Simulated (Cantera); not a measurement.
Cantera run:

```python
import numpy as np
import cantera as ct

gas_names = """
    AL ALH ALN ALO ALOH ALO2 ALO2H AL2 AL2O AL2O2 H HALO HNO HNO2 HNO3 HO2 H2 H2O H2O2 N NH NH2 NH3
    NH2OH NO NO2 NO3 N2 N2H2 N2H4 N2O O OH O2 O3
""".split()
cond_names = """
    AL(cr) AL(L) ALN(s) AL2O3(a) AL2O3(L) H2O(s) H2O(L)
""".split()


# ... load() reads the species with a 1 bar reference pressure and builds the phases ...
atoms = {
    'AlN': {'AL': 1, 'N': 1},
    'O2': {'O': 2},
    'N2': {'N': 2},
    'H2': {'H': 2},
}
top_T = {'ALN(s)': 2750}  # K; cautious upper limits of use, not melting points


# ... equilibrate(T, P, feed) seeds the gas with the atoms and calls Mixture.equilibrate('TP', solver="vcs", rtol=1e-11, max_steps=5000) ...
results = []
T = 923  # K
P = 250  # Pa
for m in [9.1, 13, 17, 24, 33, 46, 64, 88, 120]:
    feed = {'AlN': 1, 'O2': 6.7, 'N2': 9.5, 'H2': m}  # mol
    mix = equilibrate(T, P, feed)
    results.append((T, P, feed, dict(zip(mix.species_names, mix.species_moles))))

top = {s: max(r[3][s] / sum(r[3][g] for g in gas_names) for r in results) for s in gas_names}
cols = sorted((s for s in top if top[s] > 1e-05), key=lambda s: -top[s])[:7]
seen = [c for c in cond_names if any(r[3].get(c, 0) > 1e-12 for r in results)]
print("log10 of partial pressures in bar; condensed amounts in mol")
print(f"{'n(H2)':>10s}" + "".join(f"{s[:9]:>10s}" for s in cols + seen))
for T, P, feed, n in results:
    ng = sum(n[g] for g in gas_names)
    print(f"{feed['H2']:10.4g}" + "".join(f"{np.log10(max(n[s] / ng * P / 1e5, 1e-99)):10.3f}" for s in cols)
          + "".join(f"{n.get(c, 0):10.4g}" for c in seen))
```

Result:

```
log10 of partial pressures in bar; condensed amounts in mol
     n(H2)        H2       H2O        N2        O2  AL2O3(a)
       9.1   -12.208    -2.955    -2.914    -3.768       0.5
        13    -3.922    -2.888    -2.964   -20.207       0.5
        17    -3.326    -2.958    -3.033   -21.539       0.5
        24    -3.051    -3.058    -3.134   -22.289       0.5
        33    -2.911    -3.160    -3.236   -22.772       0.5
        46    -2.817    -3.275    -3.350   -23.189       0.5
        64    -2.754    -3.396    -3.471   -23.558       0.5
        88    -2.712    -3.518    -3.593   -23.887       0.5
       120    -2.682    -3.640    -3.716   -24.191       0.5
```

Method: chemical equilibrium by Gibbs-energy minimisation in Cantera with the NASA 1993 tables (ideal gas, pure condensed phases).
